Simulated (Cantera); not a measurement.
Feed: 1 mol BF₃, 11 mol N₂, 2.6 mol H₂, equilibrated at 1700 K and 13300 Pa.

Equilibrium computed with Cantera from the NASA thermochemical tables; the gas is ideal and each condensed phase is pure. Candidate condensed phases: B, BN; 31 gas species. The tables' values for BF₂ are old estimates; treat these amounts as uncertain. The numbers say what is thermodynamically allowed, not how fast it happens.

What is the equilibrium state?


```
Property                              Value
-------------------------------  ----------
x(N₂)                                 0.750
x(H₂)                                 0.168
x(BF₃)                               0.0596
x(HF)                                0.0191
x(BF₂)                              0.00231
x(BHF₂)                             0.00126
x(H)                               0.000165
x(BF)                              0.000127
n(BN(s))                         0.0744 mol
gas amount                        14.62 mol
log10 activity of B(s) (absent)       -2.61
```
